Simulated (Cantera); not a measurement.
A closed system holds: 1 mol CaCO3, 1.8 mol O2, 1.6 mol H2O, held at 0.180 bar.

Equilibrium computed with Cantera from the NASA thermochemical tables; the gas is ideal and each condensed phase is pure. Candidate condensed phases: C, C6H6, C7H8, C8H18, Ca, CaCO3, CaO, Ca(OH)2, H2O; 115 gas species. Kinetics and transport are ignored.

Question: At 698 K, list the 3 most abundant gas species with their mole fractions, and the condensed phases.

Answer: O2 0.529, H2O 0.471, CO2 3.81e-5. Condensed: CaCO3(calcite) + CaO(s).
